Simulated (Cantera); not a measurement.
Feed: 1 mol SiH4, 1.2 mol N2, 14 mol H2, equilibrated at 0.0100 bar.

Equilibrium computed with Cantera from the NASA thermochemical tables; the gas is ideal and each condensed phase is pure. Candidate condensed phases: Si, Si3N4; 18 gas species. N2 is the only nitrogen source here; it is nearly inert below about 1500 K, so the nitride shown seldom forms there in practice. Equilibrium is a limit: real reactors are often held back by kinetics, nucleation or transport. All values below are at 850 °C.

Base state: H2 0.968, N2 0.0323 (mole fractions); condensed: Si3N4(s).

Task: What changes in the equilibrium state with this change: SiH4 replaced by Si2Cl6?

Result: 
```tsv
species	before	after
H2	0.968	0.694
HCl	0	0.281
SiCl4	0	0.0180
N2	0.0323	0.00522
SiHCl3	0	0.000765
SiCl3	0	0.000651
Si3N4(s), mol	0.333	0.556
```
The feed counts by its element totals alone. The tables' values for SiCl3 are old estimates; treat these amounts as uncertain. Further candidate phases: NH4Cl.
